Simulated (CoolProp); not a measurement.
The numbers come from the reference Helmholtz-energy equation of state, de Reuck 1993 in CoolProp.

Q: For methanol, give the phase and the density (kg/m³), cp (kJ/(kg K)), speed of sound (m/s), viscosity (µPa s) at 396.3 K and 4.71 MPa.

A: 
- 396.3 K and 4.71 MPa: liquid; density 691, cp 3.40, speed of sound 829, viscosity 185

Viscosity comes from a separate model (Xiang 2006).
